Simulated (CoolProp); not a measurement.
The numbers come from the reference Helmholtz-energy equation of state, Thol 2017 in CoolProp.

Problem. Give the vapour pressure (MPa), enthalpy of vaporisation (kJ/kg), surface tension (mN/m) of saturated octamethyltrisiloxane (MDM) at 432.2, 474.4, 516.6 K.

Solution. 
```csv
T (K),p (MPa),enthalpy of vaporisation (kJ/kg),surface tension (mN/m)
432.2,0.120,150,5.94
474.4,0.310,128,3.38
516.6,0.671,99.1,1.33
```

Surface tension comes from a separate correlation (Mulero 2014), older than this fluid's equation and unchecked against measurements.
